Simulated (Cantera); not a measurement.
Cantera run, input and output.

```python
import numpy as np
import cantera as ct

gas = ct.Solution("gri30.yaml")
gas.TPX = 1300, 13332, {'CH4': 1, 'N2': 58}
reactor = ct.IdealGasConstPressureReactor(gas, energy="off", clone=False)
net = ct.ReactorNet([reactor])
net.rtol, net.atol = 1e-08, 1e-18
show = ['CH4', 'HCN', 'H', 'C2H2', 'CH3', 'CH2', 'C2H']
times = np.geomspace(1e-05, 50, 13)

steps = ct.SolutionArray(gas, extra=["t"])
rows = []
print(f"{'t/s':>10s}{'T/K':>9s}{'P/Pa':>11s}" + "".join(f"{s:>11s}" for s in show))
for t in times:
    while net.time < t:
        t_next = net.step()
        steps.append(gas.state, t=t_next)
    rows.append([np.interp(t, steps.t, y) for y in (steps.T, steps.P, *steps(*show).X.T)])
    print(f"{t:10.3e}{rows[-1][0]:9.1f}{rows[-1][1]:11.4g}" + "".join(f"{x:11.3e}" for x in rows[-1][2:]))
rate = np.gradient(steps.T, steps.t)
print("integrator steps:", len(steps.t))
if steps.T.max() > steps.T[0] + 200:
    print(f"time of steepest temperature rise: {steps.t[rate.argmax()]:.4e} s")
gas.TPX = 1300, 13332, {'CH4': 1, 'N2': 58}
gas.equilibrate("TP")
print(f"equilibrium (TP): T = {gas.T:.1f} K  " + "  ".join(f"{s} {gas[s].X[0]:.3e}" for s in show))
```

Result:

```
       t/s      T/K       P/Pa        CH4        HCN          H       C2H2        CH3        CH2        C2H
 1.000e-05   1300.0  1.333e+04  1.695e-02  5.312e-25  5.457e-11  2.235e-28  6.774e-11  1.021e-20  2.272e-40
 3.616e-05   1300.0  1.333e+04  1.695e-02  8.833e-24  1.501e-10  4.251e-26  2.922e-10  4.159e-19  3.491e-37
 1.308e-04   1300.0  1.333e+04  1.695e-02  1.502e-22  2.526e-10  2.134e-23  1.347e-09  1.130e-17  1.067e-33
 4.729e-04   1300.0  1.333e+04  1.695e-02  2.355e-21  2.657e-10  8.352e-21  5.518e-09  1.302e-16  1.779e-30
 1.710e-03   1300.0  1.333e+04  1.695e-02  3.294e-20  2.657e-10  1.947e-18  2.065e-08  1.125e-15  1.628e-27
 6.184e-03   1300.0  1.333e+04  1.695e-02  4.430e-19  2.658e-10  3.599e-16  7.532e-08  1.174e-14  1.087e-24
 2.236e-02   1300.0  1.333e+04  1.695e-02  6.482e-18  2.676e-10  6.445e-14  2.712e-07  1.400e-13  7.026e-22
 8.086e-02   1300.0  1.333e+04  1.695e-02  1.266e-16  2.876e-10  1.133e-11  9.083e-07  1.529e-12  4.255e-19
 2.924e-01   1300.0  1.333e+04  1.695e-02  1.523e-15  3.892e-10  1.420e-09  2.081e-06  7.943e-12  9.355e-17
 1.057e+00   1300.0  1.333e+04  1.693e-02  1.279e-14  7.780e-10  9.364e-08  3.775e-06  2.591e-11  2.884e-15
 3.824e+00   1300.0  1.333e+04  1.685e-02  1.614e-13  3.142e-09  5.179e-06  6.370e-06  7.332e-11  8.616e-14
 1.383e+01   1300.0  1.333e+04  1.644e-02  3.161e-12  1.547e-08  1.295e-04  7.044e-06  9.187e-11  1.469e-12
 5.000e+01   1300.0  1.333e+04  1.524e-02  3.005e-11  4.602e-08  7.472e-04  5.528e-06  6.148e-11  6.390e-12
integrator steps: 817
equilibrium (TP): T = 1300.0 K  CH4 1.871e-04  HCN 1.397e-02  H 4.795e-07  C2H2 1.247e-03  CH3 7.127e-08  CH2 8.460e-13  C2H 1.084e-11
```

Computed with Cantera and GRI-Mech 3.0 (53 species, 325 reactions). GRI-Mech 3.0 stops at C3 and has no aromatics, soot or wall deposition, so with more carbon than oxygen in the feed, carbon stays in small species such as C2H2 where larger ones or solid carbon would form.
